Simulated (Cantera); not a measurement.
An isothermal, constant-pressure homogeneous reactor starts with 14.5 % H₂, 85.5 % O₂, equivalence ratio 0.085, at 1225 K and 0.825 Torr.

Detailed kinetics in Cantera: the H2/O2 subset of GRI-Mech 3.0, which has no nitrogen chemistry. Radical loss at walls, strong at low pressure, is not modelled. The temperature is held fixed by assumption; the heat of reaction is taken as removed at once.

x: mole fraction; the columns are a selection and need not sum to one.

```
t (s)         x H₂   x O₂      x OH    x HO₂       x O
--------  --------  -----  --------  -------  --------
7.00e-5      0.145  0.855  6.25e-11  1.05e-9  6.51e-11
0.000159     0.145  0.855  2.87e-10  2.38e-9  3.14e-10
0.000363     0.145  0.855         ?  5.42e-9   1.44e-9
0.000825     0.145  0.855         ?  1.23e-8   6.52e-9
0.00188      0.145  0.855         ?  2.81e-8   3.80e-8
0.00427      0.145  0.855         ?  6.39e-8   6.88e-7
0.00973      0.144  0.854         ?  1.92e-7  0.000343
0.0221     0.00674  0.762         ?  5.56e-7    0.0656
0.0504     0.00528  0.760   0.00849  5.50e-7    0.0693
0.115      0.00518  0.762   0.00842  5.53e-7    0.0675
0.261      0.00497  0.767   0.00827  5.58e-7    0.0637
0.594      0.00448  0.777   0.00791  5.67e-7    0.0557
1.35       0.00348  0.795         ?  5.73e-7    0.0411
3.08       0.00191  0.818         ?  5.35e-7    0.0213
7.00      0.000608  0.835         ?  3.83e-7   0.00657
```

Q: Complete the blanks.

A: 
- 0.000363, x OH: 1.20e-9
- 0.000825, x OH: 4.76e-9
- 0.00188, x OH: 2.50e-8
- 0.00427, x OH: 4.40e-7
- 0.00973, x OH: 0.000218
- 0.0221, x OH: 0.00936
- 1.35, x OH: 0.00705
- 3.08, x OH: 0.00530
- 7.00, x OH: 0.00302
